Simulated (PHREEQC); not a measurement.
## Metal-bearing waste water: speciation

Dissolve 0.14 mol/kgw ZnSO4, 0.098 mol/kgw MgSO4 and 0.21 mol/kgw H2SO4 at 25 °C. Closed to the air; pH follows from the charge balance.

The numbers come from PHREEQC with the ion-association model, phreeqc.dat.

| Property | Value |
|---|---|
| pH | 0.88 |
| ionic strength | 0.666 mol/kgw |
| activity of water | 0.987 |
| density | 1.042 g/cm³ |
| total alkalinity | -420 meq/kg |

```csv
species,molality,activity,log γ
HSO4-,0.245,0.183,-0.127
H+,0.175,0.132,-0.122
Zn+2,0.0779,0.0151,-0.711
SO4-2,0.0778,0.0142,-0.738
Mg+2,0.0537,0.0155,-0.540
MgSO4,0.0443,0.0517,0.067
ZnSO4,0.0433,0.0505,0.067
Zn(SO4)2-2,0.0188,0.00583,-0.509
```

No solid was allowed to form.
